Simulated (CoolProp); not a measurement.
Vapour-liquid equilibrium of trans-2-butene (1) + acetone (2) at 374 K; x and y are mole fractions of (1).

Model: multi-fluid Helmholtz-energy mixture model, Lemmon 2005 and Lemmon 2006; pair parameters Bell 2016, in CoolProp.

Problem. Give the bubble pressure and the first vapour's composition at x = 0.2, 0.5, 0.95. Is there an azeotrope?

Solution. x = 0.2: 8.036 bar, y = 0.567; x = 0.5: 11.83 bar, y = 0.762; x = 0.95: 15.08 bar, y = 0.963. No azeotrope shows between x = 0.05 and 0.95.

Pair parameters are fitted to limited data, so mixtures are less certain than the pure fluids.
